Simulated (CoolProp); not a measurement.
Properties of CH2F2 (R32) along the isotherm 161.85 °C (Tc = 78.1 °C, pc = 57.83 bar, ω = 0.277).

Model: reference Helmholtz-energy equation of state, Tillner-Roth 1997, in CoolProp.

```tsv
p (bar)	phase	cv (kJ/(kg K))	Joule-Thomson coefficient (K/MPa)	expansivity (1/kK)
2.07	gas	0.8863	7.771	2.355
4.13	gas	0.8894	7.745	2.413
6.2	gas	0.8924	7.719	2.472
8.26	gas	0.8955	7.693	2.532
10.3	gas	…	7.666	…
12.4	gas	0.9017	7.639	2.657
14.5	gas	0.9049	7.611	2.723
16.5	gas	0.9079	7.584	…
18.6	gas	0.9111	7.556	2.856
20.7	gas	0.9143	7.527	2.927
22.7	gas	0.9174	7.499	2.996
24.8	gas	0.9207	7.469	3.071
26.8	gas	0.9238	7.440	…
28.9	gas	0.9271	7.409	3.222
```

Q: What belongs in the gaps?

A: 
- 10.3, cv (kJ/(kg K)): 0.8985
- 10.3, expansivity (1/kK): 2.593
- 16.5, expansivity (1/kK): 2.787
- 26.8, expansivity (1/kK): 3.144
